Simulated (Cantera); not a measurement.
Feed: 1 mol CaO, 4.3 mol HBr, 25 mol N2, held at 1775 K and 0.100 bar.

Equilibrium computed with Cantera from the NASA thermochemical tables; the gas is ideal and each condensed phase is pure. Candidate condensed phases: Br2, Ca, CaBr2, CaO, Ca(OH)2, H2O; 34 gas species. Equilibrium is a limit: real reactors are often held back by kinetics, nucleation or transport.

Base state: N2 0.844, HBr 0.0566, CaBr2 0.0338, H2O 0.0337, Br 0.0210, H2 0.0105, H 9.39e-5, Br2 4.13e-5 (mole fractions); condensed: gas only.

**Question.** What changes in the equilibrium state with this change: temperature from 1775 K to 1923 K?

**Answer.** 
```tsv
species	before	after
N2	0.844	0.840
HBr	0.0566	0.0458
CaBr2	0.0338	0.0336
Br	0.0210	0.0314
H2	0.0105	0.0156
H2O	0.0337	0.0335
NO	3.72e-6	1.48e-5
H	9.39e-5	0.000372
```
